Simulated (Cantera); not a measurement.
Feed: 1 mol Si, 0.54 mol H₂, at 4.70 bar.

These are equilibrium values from Cantera (NASA tables, ideal gas, pure condensed phases), not measurements of a reactor. Candidate condensed phases: Si; 9 gas species. Equilibrium is a limit: real reactors are often held back by kinetics, nucleation or transport. All values below are at 577 °C.

Base state: H₂ 1.000 (mole fractions); condensed: Si(s).

Question: What changes in the equilibrium state with this change: 0.0068 mol Cl₂ added?

Answer: 
```csv
species,before,after
H₂,1.000,0.991
SiHCl₃,0,0.00478
SiCl₄,0,0.00199
SiH₂Cl₂,0,0.00101
HCl,0,0.000684
SiH₃Cl,0,5.08e-5
"Si(s), mol",1.000,0.996
```
